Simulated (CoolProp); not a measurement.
Saturated liquid density (kg/m³) of nitrogen: the reference equation beside estimates from Tc = -147.0 °C, pc = 33.96 bar, ω = 0.037.

Computed with CoolProp (reference Helmholtz-energy equation of state, Span 2000).

| T (°C) | reference | van der Waals | Redlich-Kwong | Peng-Robinson |
|---|---|---|---|---|
| -184.15 | (withheld) | 515.1 | 746.0 | 840.7 |
| -182.35 | 740.9 | 508.5 | 734.3 | 828.2 |
| -180.55 | (withheld) | 501.7 | 722.2 | 815.2 |
| -178.65 | 721.0 | 494.4 | (withheld) | 801.0 |
| -176.85 | 711.0 | 487.1 | 696.0 | 786.9 |
| -175.05 | 700.6 | 479.7 | 682.6 | 772.3 |
| -173.15 | 689.4 | 471.5 | 667.9 | 756.1 |
| -171.35 | 678.3 | 463.5 | 653.4 | 740.2 |
| -169.55 | 666.8 | 455.1 | 638.3 | 723.4 |
| -167.75 | 654.8 | 446.4 | (withheld) | 705.8 |
| -165.85 | 641.6 | 436.7 | 605.2 | 686.3 |
| -164.05 | (withheld) | 427.1 | 587.9 | 666.7 |
| -162.25 | (withheld) | 417.0 | (withheld) | 645.8 |
| -160.45 | 599.4 | 406.2 | (withheld) | 623.7 |
| -158.55 | 582.5 | 394.0 | 528.6 | 598.5 |

Q: What belongs in the gaps?

A: 
- -184.15, reference: 750.2
- -180.55, reference: 731.3
- -178.65, Redlich-Kwong: 709.0
- -167.75, Redlich-Kwong: 622.6
- -164.05, reference: 628.3
- -162.25, reference: 614.4
- -162.25, Redlich-Kwong: 569.7
- -160.45, Redlich-Kwong: 550.4

Absolute difference from the reference over all 15 rows, mean and median: van der Waals 31.7 and 31.7 %, Redlich-Kwong 4.1 and 3.7 %, Peng-Robinson 8.5 and 9.1 %.
